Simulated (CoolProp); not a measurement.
Aqueous ammonia as a coolant, at 11 °C, 1 atm.

Values from CoolProp's Melinder's fits for secondary coolants.

| mass % | freezing point (°C) | Prandtl number | cp (kJ/(kg K)) | viscosity (mPa s) | conductivity (W/(m K)) |
|---|---|---|---|---|---|
| 1.2 | -1.4 | 9.59 | 4.193 | 1.31 | 0.574 |
| 4.8 | -5.8 | 10.6 | 4.196 | 1.38 | 0.548 |
| 8.4 | -11.0 | 11.3 | 4.200 | 1.42 | 0.525 |
| 12 | -17.1 | 12.3 | 4.205 | 1.48 | 0.503 |
| 15.5 | -24.4 | 13.5 | 4.211 | 1.55 | 0.484 |
| 19.1 | -33.7 | 14.6 | 4.217 | 1.62 | 0.467 |
| 22.7 | -45.8 | 15.2 | 4.225 | 1.63 | 0.453 |
| 26.3 | -61.8 | 15.4 | 4.234 | 1.61 | 0.442 |
| 29.9 | -83.4 | 16.3 | 4.245 | 1.65 | 0.431 |
